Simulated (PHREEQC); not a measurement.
Solution (21 °C): 0.004 mol CaCl2 and 0.021 mol Na2HPO4 per kg of water. Closed to the air; pH follows from the charge balance.

Model: ion-association model, phreeqc.dat, run in PHREEQC.

No solid was allowed to form.

### Question
Order these Ca species by the share of Ca that they hold, largest first: CaPO4-, CaHPO4, CaH2PO4+, Ca+2.

### Answer
CaHPO4 (48 %), Ca+2 (29 %), CaPO4- (22 %), CaH2PO4+ (0.27 %)

The pH is 8.23 and the ionic strength 0.0617 mol/kgw. The solution is supersaturated, for example in Hydroxyapatite, so a real one may precipitate; this is no full list.
